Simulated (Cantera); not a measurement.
A Cantera script and its output.

```python
import numpy as np
import cantera as ct

gas = ct.Solution("gri30.yaml")
gas.TPX = 1850, 1000000, {'CH4': 1, 'H2O': 1}
reactor = ct.IdealGasConstPressureReactor(gas, energy="off", clone=False)
net = ct.ReactorNet([reactor])
net.rtol, net.atol = 1e-08, 1e-18
show = ['CH4', 'H2O', 'OH', 'H', 'H2', 'CH2CO']
times = np.geomspace(0.0003, 10, 12)

steps = ct.SolutionArray(gas, extra=["t"])
rows = []
print(f"{'t/s':>10s}{'T/K':>9s}{'P/Pa':>11s}" + "".join(f"{s:>11s}" for s in show))
for t in times:
    while net.time < t:
        t_next = net.step()
        steps.append(gas.state, t=t_next)
    rows.append([np.interp(t, steps.t, y) for y in (steps.T, steps.P, *steps(*show).X.T)])
    print(f"{t:10.3e}{rows[-1][0]:9.1f}{rows[-1][1]:11.4g}" + "".join(f"{x:11.3e}" for x in rows[-1][2:]))
rate = np.gradient(steps.T, steps.t)
print("integrator steps:", len(steps.t))
if steps.T.max() > steps.T[0] + 200:
    print(f"time of steepest temperature rise: {steps.t[rate.argmax()]:.4e} s")
gas.TPX = 1850, 1000000, {'CH4': 1, 'H2O': 1}
gas.equilibrate("TP")
print(f"equilibrium (TP): T = {gas.T:.1f} K  " + "  ".join(f"{s} {gas[s].X[0]:.3e}" for s in show))
```

Output:

```
       t/s      T/K       P/Pa        CH4        H2O         OH          H         H2      CH2CO
 3.000e-04   1850.0      1e+06  2.067e-01  3.997e-01  7.768e-06  7.881e-05  2.918e-01  7.720e-05
 7.732e-04   1850.0      1e+06  1.237e-01  3.625e-01  6.807e-06  9.853e-05  3.827e-01  8.574e-05
 1.993e-03   1850.0      1e+06  7.331e-02  3.250e-01  6.030e-06  1.138e-04  4.493e-01  8.017e-05
 5.136e-03   1850.0      1e+06  5.654e-02  2.773e-01  5.001e-06  1.226e-04  4.986e-01  6.049e-05
 1.324e-02   1850.0      1e+06  5.209e-02  2.124e-01  3.631e-06  1.283e-04  5.517e-01  3.488e-05
 3.412e-02   1850.0      1e+06  4.514e-02  1.416e-01  2.295e-06  1.343e-04  6.105e-01  1.555e-05
 8.793e-02   1850.0      1e+06  3.511e-02  8.300e-02  1.290e-06  1.396e-04  6.620e-01  5.900e-06
 2.266e-01   1850.0      1e+06  2.439e-02  4.408e-02  6.671e-07  1.434e-04  6.990e-01  2.316e-06
 5.841e-01   1850.0      1e+06  1.527e-02  2.196e-02  3.270e-07  1.458e-04  7.222e-01  1.073e-06
 1.505e+00   1850.0      1e+06  8.733e-03  1.053e-02  1.555e-07  1.471e-04  7.356e-01  5.506e-07
 3.880e+00   1850.0      1e+06  4.625e-03  4.956e-03  7.281e-08  1.479e-04  7.428e-01  2.832e-07
 1.000e+01   1850.0      1e+06  2.378e-03  2.379e-03  3.487e-08  1.482e-04  7.463e-01  1.446e-07
integrator steps: 2102
equilibrium (TP): T = 1850.0 K  CH4 1.247e-03  H2O 1.204e-03  OH 1.763e-08  H 1.484e-04  H2 7.481e-01  CH2CO 7.593e-08
```

Cantera simulation using GRI-Mech 3.0 (53 species, 325 reactions); the numbers are that mechanism's predictions, not measurements.
